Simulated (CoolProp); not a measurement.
Ethanol along the isotherm 383.1 K: density (kg/m³) from the reference equation and from simpler models built on Tc = 514.7 K, pc = 6268 kPa, ω = 0.644; each cubic takes its own stable root.

Computed with CoolProp (reference Helmholtz-energy equation of state, Schroeder 2014).

```tsv
p (kPa)	phase	reference
29.7	gas	0.4322
61.1	gas	0.8949
125	gas	1.856
257	gas	3.934
529	liquid	703.2
1090	liquid	704.1
2230	liquid	706.0
4580	liquid	709.7
9400	liquid	716.7
```

Q: How far does each simpler model (Soave-Redlich-Kwong, Peng-Robinson) lie from the reference over these 9 states: mean and median of the absolute difference, and the worst?

A: 
- Soave-Redlich-Kwong: mean 9.4 %, median 16.3 %, worst -16.3 % at 383.1 K and 1090 kPa
- Peng-Robinson: mean 3.3 %, median 5.4 %, worst -5.7 % at 383.1 K and 9400 kPa
